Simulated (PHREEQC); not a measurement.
Ca(OH)2 is added in steps, without added water, to 1 kg of water holding 0.001 mol HF, 0.011 mol NaF and 0.00065 mol (NH4)2SiF6, at 50 °C. Oxygen is held at 0.21 atm. CO2 is held at log p = -3.4 (atm). Solids allowed: Calcite, Fluorite, Portlandite, SiO2(a), Nahcolite, Natron. Others were left out.

Base run: PHREEQC, ion-association model, wateq4f.dat. Each further column changes one thing. The table gives Ca in solution (mol/kgw).

```json
[
 {"Ca(OH)2 added (mol)": "0", "base": "0", "metal-ligand complexes left out": "0", "Davies equation for every ion": "0", "database phreeqc.dat": "0", "all activity coefficients set to 1": "0"},
 {"Ca(OH)2 added (mol)": "0.004", "base": "1.83e-6", "metal-ligand complexes left out": "[?]", "Davies equation for every ion": "1.84e-6", "database phreeqc.dat": "[?]", "all activity coefficients set to 1": "[?]"},
 {"Ca(OH)2 added (mol)": "0.008", "base": "1.55e-5", "metal-ligand complexes left out": "7.08e-6", "Davies equation for every ion": "1.56e-5", "database phreeqc.dat": "1.52e-5", "all activity coefficients set to 1": "1.15e-5"},
 {"Ca(OH)2 added (mol)": "0.012", "base": "1.55e-5", "metal-ligand complexes left out": "7.08e-6", "Davies equation for every ion": "1.56e-5", "database phreeqc.dat": "1.52e-5", "all activity coefficients set to 1": "1.15e-5"},
 {"Ca(OH)2 added (mol)": "0.016", "base": "1.55e-5", "metal-ligand complexes left out": "7.08e-6", "Davies equation for every ion": "1.56e-5", "database phreeqc.dat": "1.52e-5", "all activity coefficients set to 1": "1.15e-5"},
 {"Ca(OH)2 added (mol)": "0.02", "base": "1.55e-5", "metal-ligand complexes left out": "7.08e-6", "Davies equation for every ion": "1.56e-5", "database phreeqc.dat": "1.52e-5", "all activity coefficients set to 1": "1.15e-5"},
 {"Ca(OH)2 added (mol)": "0.024", "base": "1.55e-5", "metal-ligand complexes left out": "7.08e-6", "Davies equation for every ion": "1.56e-5", "database phreeqc.dat": "1.52e-5", "all activity coefficients set to 1": "1.15e-5"},
 {"Ca(OH)2 added (mol)": "0.028", "base": "1.55e-5", "metal-ligand complexes left out": "7.09e-6", "Davies equation for every ion": "1.56e-5", "database phreeqc.dat": "1.52e-5", "all activity coefficients set to 1": "1.15e-5"},
 {"Ca(OH)2 added (mol)": "0.032", "base": "1.55e-5", "metal-ligand complexes left out": "7.09e-6", "Davies equation for every ion": "1.56e-5", "database phreeqc.dat": "1.52e-5", "all activity coefficients set to 1": "1.15e-5"},
 {"Ca(OH)2 added (mol)": "0.036", "base": "1.55e-5", "metal-ligand complexes left out": "7.09e-6", "Davies equation for every ion": "1.56e-5", "database phreeqc.dat": "1.52e-5", "all activity coefficients set to 1": "1.15e-5"},
 {"Ca(OH)2 added (mol)": "0.04", "base": "1.55e-5", "metal-ligand complexes left out": "7.09e-6", "Davies equation for every ion": "1.57e-5", "database phreeqc.dat": "1.52e-5", "all activity coefficients set to 1": "1.15e-5"},
 {"Ca(OH)2 added (mol)": "0.044", "base": "1.55e-5", "metal-ligand complexes left out": "7.09e-6", "Davies equation for every ion": "1.57e-5", "database phreeqc.dat": "1.52e-5", "all activity coefficients set to 1": "1.15e-5"},
 {"Ca(OH)2 added (mol)": "0.048", "base": "1.55e-5", "metal-ligand complexes left out": "7.09e-6", "Davies equation for every ion": "1.57e-5", "database phreeqc.dat": "1.52e-5", "all activity coefficients set to 1": "1.15e-5"}
]
```

**Question.** What belongs in the gaps?

**Answer.** 
- 0.004, metal-ligand complexes left out: 1.36e-6
- 0.004, database phreeqc.dat: 1.73e-6
- 0.004, all activity coefficients set to 1: 1.13e-6

Away from 25 °C the constants follow the database's enthalpies or fits; those with neither stay at their 25 °C values. SiF6-2 is the database's only silicon fluoride. phreeqc.dat and wateq4f.dat share most of their constants, so their agreement is no independent check. Solids allowed in the column 'database phreeqc.dat': Calcite, Fluorite, Chalcedony.
